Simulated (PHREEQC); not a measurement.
1.3 g of hydrous ferric oxide (600 m²/g; 0.2 weak and 0.005 strong sites per Fe, Dzombak-Morel constants, diffuse double layer) in 1 kg of water with 0.1 mol/kgw of an inert sodium salt and 0.00025 mol MnCl2 and 6.9e-05 mol Ag2SO4, at 25 °C; the pH is set by adding NaOH or the inert anion's acid. No oxygen is let in. No CO2 enters from the air. No solid was allowed to form.

Base run: PHREEQC, ion-association model, wateq4f.dat. Each further column changes one thing. The table gives Ag sorbed (%).

```json
[
 {"pH": "3", "base": "0.0", "no electrostatic term (-no_edl)": "0.0", "background salt from 0.1 to 0.01 mol/kgw": "0.0", "oxide from 1.3 to 6.5 g/kgw": "0.0", "0.00035 mol/kgw BaCl2 added": "0.0"},
 {"pH": "4", "base": "0.1", "no electrostatic term (-no_edl)": "0.0", "background salt from 0.1 to 0.01 mol/kgw": "0.3", "oxide from 1.3 to 6.5 g/kgw": "0.4", "0.00035 mol/kgw BaCl2 added": "0.1"},
 {"pH": "4.5", "base": "0.5", "no electrostatic term (-no_edl)": "0.0", "background salt from 0.1 to 0.01 mol/kgw": "1.1", "oxide from 1.3 to 6.5 g/kgw": "2.7", "0.00035 mol/kgw BaCl2 added": "0.4"},
 {"pH": "5.5", "base": "8.4", "no electrostatic term (-no_edl)": "0.3", "background salt from 0.1 to 0.01 mol/kgw": "10.5", "oxide from 1.3 to 6.5 g/kgw": "32.9", "0.00035 mol/kgw BaCl2 added": "?"},
 {"pH": "6", "base": "16.2", "no electrostatic term (-no_edl)": "1.3", "background salt from 0.1 to 0.01 mol/kgw": "17.8", "oxide from 1.3 to 6.5 g/kgw": "55.9", "0.00035 mol/kgw BaCl2 added": "12.1"},
 {"pH": "7", "base": "18.5", "no electrostatic term (-no_edl)": "6.8", "background salt from 0.1 to 0.01 mol/kgw": "17.7", "oxide from 1.3 to 6.5 g/kgw": "82.7", "0.00035 mol/kgw BaCl2 added": "13.6"},
 {"pH": "8", "base": "47.2", "no electrostatic term (-no_edl)": "47.0", "background salt from 0.1 to 0.01 mol/kgw": "?", "oxide from 1.3 to 6.5 g/kgw": "97.2", "0.00035 mol/kgw BaCl2 added": "36.8"},
 {"pH": "8.5", "base": "70.9", "no electrostatic term (-no_edl)": "?", "background salt from 0.1 to 0.01 mol/kgw": "71.3", "oxide from 1.3 to 6.5 g/kgw": "99.1", "0.00035 mol/kgw BaCl2 added": "59.2"},
 {"pH": "9.5", "base": "95.3", "no electrostatic term (-no_edl)": "86.7", "background salt from 0.1 to 0.01 mol/kgw": "95.6", "oxide from 1.3 to 6.5 g/kgw": "99.9", "0.00035 mol/kgw BaCl2 added": "89.8"},
 {"pH": "10", "base": "98.3", "no electrostatic term (-no_edl)": "88.3", "background salt from 0.1 to 0.01 mol/kgw": "98.5", "oxide from 1.3 to 6.5 g/kgw": "100.0", "0.00035 mol/kgw BaCl2 added": "95.5"},
 {"pH": "11", "base": "99.7", "no electrostatic term (-no_edl)": "88.5", "background salt from 0.1 to 0.01 mol/kgw": "?", "oxide from 1.3 to 6.5 g/kgw": "100.0", "0.00035 mol/kgw BaCl2 added": "99.1"}
]
```

What belongs in the gaps?


- 5.5, 0.00035 mol/kgw BaCl2 added: 5.8
- 8, background salt from 0.1 to 0.01 mol/kgw: 47.4
- 8.5, no electrostatic term (-no_edl): 69.6
- 11, background salt from 0.1 to 0.01 mol/kgw: 99.8

In at least one series the solution becomes supersaturated in solids that the run did not let form, among them Cerargyrite. The oxide is taken as insoluble; below pH 4 it would dissolve.
